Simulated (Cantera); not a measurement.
A closed system holds: 1 mol Si, 0.0059 mol H2O, 1.2 mol H2, held at 1600 °C and 13.3 mbar.

Equilibrium computed with Cantera from the NASA thermochemical tables; the gas is ideal and each condensed phase is pure. Candidate condensed phases: H2O, Si, SiO2; 18 gas species. Gases not in the tables: Si2H6 and higher silanes. Rates play no part.

Base state: H2 0.989, H 0.00556, SiO 0.00485, Si 0.000663, SiH 7.09e-5, SiH2 4.85e-5 (mole fractions); condensed: Si(l).

Task: What changes in the equilibrium state with this change: H2O from 0.0059 to 0.51 mol?

Result: 
```csv
species,before,after
H2,0.989,0.765
SiO,0.00485,0.229
H,0.00556,0.00490
SiH2,4.85e-5,3.76e-5
SiH,7.09e-5,6.24e-5
Si,0.000663,0.000663
"Si(l), mol",0.993,0.488
```
